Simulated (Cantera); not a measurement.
# TiCl₄ + H₂O + N₂ (titanium nitride, carbide and oxide coatings)

A closed system holds: 1 mol TiCl₄, 0.45 mol H₂O, a varied amount of N₂, held at 1348.15 K and 44.3 Torr.

Cantera equilibrium calculation (NASA polynomials, part measured and part estimated; ideal gas, pure solids and liquids). Candidate condensed phases: H₂O, NH₄Cl, Ti, TiCl₂, TiCl₃, TiCl₄, TiN, TiO, TiO₂, Ti₂O₃, Ti₃O₅, Ti₄O₇; 38 gas species. The numbers say what is thermodynamically allowed, not how fast it happens.

```csv
n(N₂) (mol),log p N₂,log p HCl,log p TiCl₄,log p TiCl₃,log p Cl,log p Cl₂,log p H₂O,n TiO₂(rutile)
13,-1.28,-2.44,-2.51,-4.58,-4.63,-5.81,-6.84,0.225
16,-1.27,-2.52,-2.59,-4.62,-4.67,-5.88,-6.96,0.225
19,-1.27,-2.59,-2.66,-4.66,-4.70,-5.95,-7.07,0.225
23,-1.26,-2.67,-2.74,-4.70,-4.74,-6.02,-7.18,0.225
27,-1.26,-2.73,-2.80,-4.73,-4.77,-6.09,-7.28,0.225
32,-1.25,-2.80,-2.87,-4.77,-4.80,-6.15,-7.38,0.225
39,-1.25,-2.88,-2.96,-4.81,-4.84,-6.23,-7.51,0.225
46,-1.24,-2.95,-3.02,-4.85,-4.88,-6.30,-7.61,0.225
55,-1.24,-3.03,-3.10,-4.89,-4.91,-6.37,-7.72,0.225
66,-1.24,-3.11,-3.18,-4.93,-4.95,-6.45,-7.84,0.225
79,-1.24,-3.18,-3.26,-4.97,-4.99,-6.52,-7.95,0.225
```
log p: log10 of the partial pressure in bar; n: condensed amount in mol.

From 13 mol N₂ to 79 mol N₂ the condensed part is TiO₂(rutile). The main Ti-bearing gas is TiCl₄ throughout.
